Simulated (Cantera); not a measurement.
Input (Python, Cantera) and output of one run.

```python
import numpy as np
import cantera as ct

gas_names = """
    CL CL2 H HCL H2 Si SiCL SiCL2 SiCL3 SiCL4 SiH SiHCL3 SiH2 SiH2CL2 SiH3 SiH3CL SiH4 Si2 Si3
""".split()
cond_names = """
    Si(cr) Si(L)
""".split()


def load(file, names, dense=False):
    # The tables refer to 1 bar. Condensed volumes are neglected.
    table = {s.name: s for s in ct.Species.list_from_file(file)}
    out = []
    for n in names:
        d = dict(table[n].input_data)
        d["thermo"] = dict(d["thermo"], **{"reference-pressure": 1e5})
        if dense:
            d["equation-of-state"] = {"model": "constant-volume", "density": "1e6 g/cm^3"}
        out.append(ct.Species.from_dict(d))
    return out


gas = ct.Solution(thermo="ideal-gas", species=load("nasa_gas.yaml", gas_names))
cond = {s.name: ct.Solution(thermo="fixed-stoichiometry", species=[s], name=s.name)
        for s in load("nasa_condensed.yaml", cond_names, dense=True)}
atoms = {
    'Si': {'Si': 1},
    'HCl': {'H': 1, 'CL': 1},
    'H2': {'H': 2},
}
top_T = {}  # K; cautious upper limits of use, not melting points


def equilibrate(T, P, feed):
    n = {}
    for name, mol in feed.items():
        for a, k in atoms[name].items():
            n[a] = n.get(a, 0.0) + k * mol
    gas.TPX = T, P, n
    mass = sum(n.values()) * gas.mean_molecular_weight
    gas.equilibrate("TP")
    valid = [c for c in cond.values() if c.min_temp <= T <= top_T.get(c.name, c.max_temp)]
    mix = ct.Mixture([(gas, mass / gas.mean_molecular_weight)] + [(c, 0.0) for c in valid])
    mix.T, mix.P = T, P
    mix.equilibrate("TP", solver="vcs", rtol=1e-11, max_steps=5000)
    return mix


results = []
feed = {'Si': 1, 'HCl': 1.2, 'H2': 15}  # mol
P = 470000  # Pa
for T in [673, 773, 873, 973, 1073, 1173, 1273, 1373, 1473, 1573, 1673]:
    mix = equilibrate(T, P, feed)
    results.append((T, P, feed, dict(zip(mix.species_names, mix.species_moles))))

top = {s: max(r[3][s] / sum(r[3][g] for g in gas_names) for r in results) for s in gas_names}
cols = sorted((s for s in top if top[s] > 0.001), key=lambda s: -top[s])[:6]
seen = [c for c in cond_names if any(r[3].get(c, 0) > 1e-12 for r in results)]
print("log10 of partial pressures in bar; condensed amounts in mol")
print(f"{'T/K':>10s}" + "".join(f"{s[:9]:>10s}" for s in cols + seen))
for T, P, feed, n in results:
    ng = sum(n[g] for g in gas_names)
    print(f"{T:10.4g}" + "".join(f"{np.log10(max(n[s] / ng * P / 1e5, 1e-99)):10.3f}" for s in cols)
          + "".join(f"{n.get(c, 0):10.4g}" for c in seen))
```

Output:

```
log10 of partial pressures in bar; condensed amounts in mol
       T/K        H2       HCL    SiHCL3     SiCL2     SiCL4   SiH2CL2    Si(cr)
       673     0.662    -3.506    -1.180    -7.870    -1.449    -2.121    0.6314
       773     0.662    -2.785    -1.194    -6.259    -1.440    -2.064    0.6323
       873     0.661    -2.233    -1.211    -5.025    -1.437    -2.026    0.6363
       973     0.661    -1.800    -1.234    -4.055    -1.445    -2.004    0.6459
      1073     0.659    -1.456    -1.270    -3.282    -1.473    -1.999    0.6642
      1173     0.657    -1.181    -1.329    -2.663    -1.536    -2.016    0.6926
      1273     0.654    -0.968    -1.429    -2.178    -1.654    -2.064    0.7284
      1373     0.651    -0.812    -1.592    -1.817    -1.856    -2.157    0.7644
      1473     0.648    -0.712    -1.834    -1.575    -2.167    -2.306    0.7919
      1573     0.646    -0.660    -2.148    -1.435    -2.576    -2.503    0.8071
      1673     0.645    -0.636    -2.495    -1.361    -3.030    -2.723    0.8128
```

Equilibrium computed with Cantera from the NASA thermochemical tables; the gas is ideal and each condensed phase is pure. The tables' values for SiCl3 are old estimates; treat these amounts as uncertain. Gases not in the tables: Si2H6 and higher silanes.
